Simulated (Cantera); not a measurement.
Feed: 1 mol BN, 0.016 mol N2, at 2875 K and 12.0 mbar.

Equilibrium computed with Cantera from the NASA thermochemical tables; the gas is ideal and each condensed phase is pure. Candidate condensed phases: B, BN; 5 gas species. The numbers say what is thermodynamically allowed, not how fast it happens.

Base state: N2 0.833, B 0.163, BN 0.00361, B2 0.000109, N 5.01e-5 (mole fractions); condensed: B(l).

Question: What changes in the equilibrium state with this change: 0.11 mol HF added?

Answer: 
| species | before | after |
|---|---|---|
| N2 | 0.833 | 0.592 |
| B | 0.163 | 0.163 |
| BF | 0 | 0.126 |
| H | 0 | 0.103 |
| H2 | 0 | 0.0114 |
| BH | 0 | 0.000463 |
| BH2 | 0 | 0.000105 |
| HF | 0 | 8.49e-5 |
| B(l), mol | 0.897 | 0.745 |
The tables' values for BH2, BF2 are old estimates; treat these amounts as uncertain.
